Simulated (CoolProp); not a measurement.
Saturation properties of C3F8 (R218).

Model: reference Helmholtz-energy equation of state, Lemmon 2006, in CoolProp. It is a short technical equation, of lower accuracy than the large ones.

```json
[
 {"T (°C)": "-58.15", "p (kPa)": "34.36", "liquid density (kg/m³)": "1692", "enthalpy of vaporisation (kJ/kg)": "112.6", "liquid cp (kJ/(kg K))": "0.9300", "vapour Z": "0.9743", "surface tension (mN/m)": "13.1"},
 {"T (°C)": "-47.45", "p (kPa)": "60.88", "liquid density (kg/m³)": "1653", "enthalpy of vaporisation (kJ/kg)": "108.9", "liquid cp (kJ/(kg K))": "0.9519", "vapour Z": "0.9622", "surface tension (mN/m)": "?"},
 {"T (°C)": "-36.85", "p (kPa)": "101.0", "liquid density (kg/m³)": "1612", "enthalpy of vaporisation (kJ/kg)": "105.2", "liquid cp (kJ/(kg K))": "0.9749", "vapour Z": "0.9468", "surface tension (mN/m)": "10.5"},
 {"T (°C)": "-26.25", "p (kPa)": "159.4", "liquid density (kg/m³)": "1569", "enthalpy of vaporisation (kJ/kg)": "101.2", "liquid cp (kJ/(kg K))": "0.9997", "vapour Z": "0.9277", "surface tension (mN/m)": "9.27"},
 {"T (°C)": "-15.65", "p (kPa)": "240.8", "liquid density (kg/m³)": "?", "enthalpy of vaporisation (kJ/kg)": "96.86", "liquid cp (kJ/(kg K))": "1.027", "vapour Z": "0.9045", "surface tension (mN/m)": "8.06"},
 {"T (°C)": "-4.95", "p (kPa)": "351.8", "liquid density (kg/m³)": "1478", "enthalpy of vaporisation (kJ/kg)": "92.15", "liquid cp (kJ/(kg K))": "1.057", "vapour Z": "?", "surface tension (mN/m)": "?"},
 {"T (°C)": "5.65", "p (kPa)": "495.9", "liquid density (kg/m³)": "1427", "enthalpy of vaporisation (kJ/kg)": "87.02", "liquid cp (kJ/(kg K))": "1.092", "vapour Z": "0.8436", "surface tension (mN/m)": "5.73"},
 {"T (°C)": "16.25", "p (kPa)": "680.3", "liquid density (kg/m³)": "1373", "enthalpy of vaporisation (kJ/kg)": "81.30", "liquid cp (kJ/(kg K))": "1.133", "vapour Z": "0.8048", "surface tension (mN/m)": "?"},
 {"T (°C)": "26.95", "p (kPa)": "913.9", "liquid density (kg/m³)": "1312", "enthalpy of vaporisation (kJ/kg)": "74.74", "liquid cp (kJ/(kg K))": "1.187", "vapour Z": "?", "surface tension (mN/m)": "3.56"}
]
```

Question: Fill in the missing entries.

Answer: 
- -47.45, surface tension (mN/m): 11.8
- -15.65, liquid density (kg/m³): 1525
- -4.95, vapour Z: 0.8765
- -4.95, surface tension (mN/m): 6.87
- 16.25, surface tension (mN/m): 4.63
- 26.95, vapour Z: 0.7584

It boils at -36.8 °C under 1 atm.

Surface tension comes from a separate correlation (Mulero 2012).
